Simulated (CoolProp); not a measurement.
Vapour-liquid equilibrium of carbon dioxide (1) + hydrogen sulfide (2) at 231.8 K; x and y are mole fractions of (1).

Computed with CoolProp (multi-fluid Helmholtz-energy mixture model, Span 1996 and Lemmon 2006; pair parameters Kunz 2012).

```json
[
 {"x": "0.05", "bubble pressure, mixture model (MPa)": "0.3402", "bubble pressure, Raoult's law (MPa)": "0.2783", "y, mixture model": "0.310", "y, Raoult's law": "0.172"},
 {"x": "0.15", "bubble pressure, mixture model (MPa)": "0.4989", "bubble pressure, Raoult's law (MPa)": "0.3495", "y, mixture model": "0.561", "y, Raoult's law": "0.410"},
 {"x": "0.25", "bubble pressure, mixture model (MPa)": "0.6141", "bubble pressure, Raoult's law (MPa)": "0.4208", "y, mixture model": "0.668", "y, Raoult's law": "0.568"},
 {"x": "0.35", "bubble pressure, mixture model (MPa)": "0.6964", "bubble pressure, Raoult's law (MPa)": "0.4921", "y, mixture model": "0.727", "y, Raoult's law": "0.680"},
 {"x": "0.45", "bubble pressure, mixture model (MPa)": "0.7565", "bubble pressure, Raoult's law (MPa)": "0.5634", "y, mixture model": "0.767", "y, Raoult's law": "0.763"},
 {"x": "0.55", "bubble pressure, mixture model (MPa)": "0.8034", "bubble pressure, Raoult's law (MPa)": "0.6347", "y, mixture model": "0.798", "y, Raoult's law": "0.828"},
 {"x": "0.65", "bubble pressure, mixture model (MPa)": "0.8434", "bubble pressure, Raoult's law (MPa)": "0.7060", "y, mixture model": "0.828", "y, Raoult's law": "0.880"},
 {"x": "0.75", "bubble pressure, mixture model (MPa)": "0.8801", "bubble pressure, Raoult's law (MPa)": "0.7773", "y, mixture model": "0.862", "y, Raoult's law": "0.922"},
 {"x": "0.85", "bubble pressure, mixture model (MPa)": "0.9145", "bubble pressure, Raoult's law (MPa)": "0.8485", "y, mixture model": "0.904", "y, Raoult's law": "0.957"},
 {"x": "0.95", "bubble pressure, mixture model (MPa)": "0.9442", "bubble pressure, Raoult's law (MPa)": "0.9198", "y, mixture model": "0.962", "y, Raoult's law": "0.987"}
]
```

The largest gap from Raoult's law is +45.9 % in bubble pressure, at x = 0.25. No azeotrope shows between x = 0.05 and 0.95.

Pair parameters are fitted to limited data, so mixtures are less certain than the pure fluids.
